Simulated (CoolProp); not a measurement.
A single-stage vapour-compression cycle with the fluid: evaporating at 223.15 K (dew point), condensing at 276.15 K (bubble point), superheat 8 K, subcooling 0 K, compressor efficiency 0.8, no pressure losses. The same conditions are run with several fluids, on thermodynamics alone (safety and materials aside).

The numbers come from the reference Helmholtz-energy equation of state of each fluid (R142b: Lemmon 2006; propane: Lemmon 2009; R404A: Lemmon 2003; carbonyl sulfide: Lemmon 2006; isobutane: Bücker 2006; R507A: Lemmon 2003) in CoolProp. Blends and air are pseudo-pure fits.

```json
[
 {"fluid": "R142b", "cooling COP": "2.78", "pressure ratio": "12.0", "discharge temperature (K)": "319.5", "refrigerating effect (kJ/kg)": "187", "volumetric capacity (kJ/m³)": "133"},
 {"fluid": "propane", "cooling COP": "2.70", "pressure ratio": "7.36", "discharge temperature (K)": "314.0", "refrigerating effect (kJ/kg)": "320", "volumetric capacity (kJ/m³)": "___"},
 {"fluid": "R404A", "cooling COP": "2.54", "pressure ratio": "8.27", "discharge temperature (K)": "307.9", "refrigerating effect (kJ/kg)": "___", "volumetric capacity (kJ/m³)": "595"},
 {"fluid": "carbonyl sulfide", "cooling COP": "___", "pressure ratio": "6.96", "discharge temperature (K)": "370.8", "refrigerating effect (kJ/kg)": "249", "volumetric capacity (kJ/m³)": "815"},
 {"fluid": "isobutane", "cooling COP": "2.75", "pressure ratio": "10.4", "discharge temperature (K)": "304.2", "refrigerating effect (kJ/kg)": "292", "volumetric capacity (kJ/m³)": "150"},
 {"fluid": "R507A", "cooling COP": "2.57", "pressure ratio": "7.94", "discharge temperature (K)": "___", "refrigerating effect (kJ/kg)": "136", "volumetric capacity (kJ/m³)": "___"}
]
```

Task: Fill in the missing entries.

Result: 
- propane, volumetric capacity (kJ/m³): 532
- R404A, refrigerating effect (kJ/kg): 139
- carbonyl sulfide, cooling COP: 2.69
- R507A, discharge temperature (K): 306.0
- R507A, volumetric capacity (kJ/m³): 627
